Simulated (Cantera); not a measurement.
Feed: 1 mol LiOH, 2 mol H2, 0.55 mol O2, equilibrated at 1775 °C and 750 Torr.

Cantera equilibrium calculation (NASA polynomials, part measured and part estimated; ideal gas, pure solids and liquids). The numbers say what is thermodynamically allowed, not how fast it happens.

```csv
species,before,after
H2O,0.377,0.390
LiOH,0.316,0.296
H2,0.292,0.279
Li,0.0108,0.0288
Li2(OH)2,0.000647,6.25e-5
OH,0.000170,0.000544
H,0.00121,0.00357
LiO,1.03e-5,2.97e-5
Li2O,0.00165,0.00140
LiH,0.000236,0.000204
```
Gas species are given as mole fractions.

Task: Which change was made?
(A) pressure from 750 Torr to 0.383 Torr
(B) H2 from 2 to 0.044 mol
(C) pressure from 750 Torr to 82.5 Torr
(D) pressure from 750 Torr to 1.13 Torr

Result: C, pressure from 750 Torr to 82.5 Torr
